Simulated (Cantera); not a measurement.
## Thermodynamics of carbothermic reduction, feed Fe2O3 + CH4 + CO

A closed system holds: 1 mol Fe2O3, 2.7 mol CH4, 0.066 mol CO, equilibrated at 26.0 Pa.

These are equilibrium values from Cantera (NASA tables, ideal gas, pure condensed phases), not measurements of a reactor. Candidate condensed phases: C, C6H6, C7H8, C8H18, Fe, Fe(CO)5, FeO, Fe(OH)2, Fe(OH)3, Fe2O3, Fe3O4, H2O; 114 gas species. Equilibrium is a limit: real reactors are often held back by kinetics, nucleation or transport.

From 800 K to 1150 K the condensed part is Fe(α). From 1200 K to 1400 K the condensed part is Fe(γ).

```csv
T (K),x H2,x CO,x H2O,x CO2,x H,x Fe,x CH4,n Fe(α),n Fe(γ)
800,0.649,0.314,0.0121,0.0247,1.45e-10,<1e-12,1.51e-5,2.00,0
850,0.647,0.317,0.0147,0.0220,1.02e-9,<1e-12,1.73e-6,2.00,0
900,0.644,0.319,0.0172,0.0196,5.82e-9,<1e-12,2.54e-7,2.00,0
950,0.642,0.321,0.0194,0.0174,2.76e-8,4.30e-12,4.64e-8,2.00,0
1000,0.640,0.323,0.0213,0.0154,1.13e-7,5.72e-11,1.02e-8,2.00,0
1050,0.638,0.325,0.0230,0.0138,4.02e-7,5.89e-10,2.58e-9,2.00,0
1100,0.637,0.326,0.0244,0.0123,1.28e-6,4.85e-9,7.50e-10,2.00,0
1150,0.636,0.328,0.0256,0.0111,3.69e-6,3.30e-8,2.44e-10,2.00,0
1200,0.635,0.329,0.0267,0.0101,9.75e-6,1.91e-7,8.73e-11,0,2.00
1250,0.634,0.330,0.0276,0.00916,2.39e-5,9.53e-7,3.40e-11,0,2.00
1300,0.633,0.330,0.0283,0.00839,5.46e-5,4.20e-6,1.43e-11,0,2.00
1350,0.632,0.331,0.0290,0.00773,0.000118,1.65e-5,6.44e-12,0,2.00
1400,0.631,0.332,0.0296,0.00715,0.000240,5.89e-5,3.07e-12,0,2.00
```
x: gas mole fraction; n: condensed amount in mol.
